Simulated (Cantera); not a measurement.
Moist CO burnout

An isothermal, constant-pressure homogeneous reactor starts with CO : O2 : H2O : N2 = 0.026 : 0.014 : 0.024 : 1 (molar parts), at 1500 K and 5.00 bar.

Model: GRI-Mech 3.0 (53 species, 325 reactions), integrated in Cantera.

| t (s) | x CO | x O2 | x H2O | x HO2 | x H | x CO2 |
|---|---|---|---|---|---|---|
| 2.00e-6 | 0.0244 | 0.0132 | 0.0226 | 5.32e-10 | 3.27e-10 | 7.48e-9 |
| 6.54e-6 | 0.0244 | 0.0132 | 0.0226 | 2.09e-9 | 4.05e-9 | 3.21e-8 |
| 2.14e-5 | 0.0244 | 0.0132 | 0.0226 | 2.34e-8 | 5.25e-8 | 3.18e-7 |
| 7.00e-5 | 0.0244 | 0.0131 | 0.0225 | 3.03e-6 | 7.58e-6 | 5.11e-5 |
| 0.000229 | 0.0102 | 0.00628 | 0.0212 | 7.39e-6 | 0.000715 | 0.0144 |
| 0.000749 | 0.00213 | 0.00215 | 0.0222 | 2.16e-6 | 0.000121 | 0.0226 |
| 0.00245 | 0.000545 | 0.00126 | 0.0226 | 7.30e-7 | 1.77e-5 | 0.0242 |
| 0.00801 | 0.000127 | 0.00102 | 0.0228 | 1.93e-7 | 2.21e-6 | 0.0246 |
| 0.0262 | 2.44e-5 | 0.000960 | 0.0228 | 3.45e-8 | 2.20e-7 | 0.0247 |
| 0.0857 | 4.82e-6 | 0.000950 | 0.0228 | 6.00e-9 | 2.36e-8 | 0.0247 |
| 0.280 | 1.90e-6 | 0.000949 | 0.0228 | 2.56e-9 | 6.91e-9 | 0.0247 |
| 0.917 | 1.77e-6 | 0.000949 | 0.0228 | 2.42e-9 | 6.30e-9 | 0.0247 |
| 3.00 | 1.77e-6 | 0.000949 | 0.0228 | 2.42e-9 | 6.30e-9 | 0.0247 |
x: mole fraction; the columns are a selection and need not sum to one.

Equilibrium at this temperature and pressure: CO 1.81e-6, O2 0.000907, H2O 0.0228, HO2 2.34e-9, H 6.37e-9, CO2 0.0247 (gas phase only).
